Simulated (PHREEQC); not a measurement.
Solution (25 °C): 0.005 mol H3PO4 and 0.013 mol H2SO4 per kg of water. Closed to the air; pH follows from the charge balance.

Equilibrium calculation in PHREEQC: ion-association model, wateq4f.dat.

| Item | Result |
|---|---|
| pH | 1.74 |
| ionic strength | 0.0268 mol/kgw |
| total alkalinity | -31.0 meq/kg |

```tsv
species	molality	activity	log γ
H+	0.0207	0.0181	-0.056
HSO4-	0.00687	0.00588	-0.067
SO4-2	0.00613	0.00334	-0.264
H3PO4	0.00348	0.00350	0.003
H2PO4-	0.00152	0.00131	-0.065
HPO4-2	8.22e-9	4.49e-9	-0.263
```

No solid was allowed to form. H3PO4, which wateq4f.dat lacks, is added to it with the constant of phreeqc.dat.
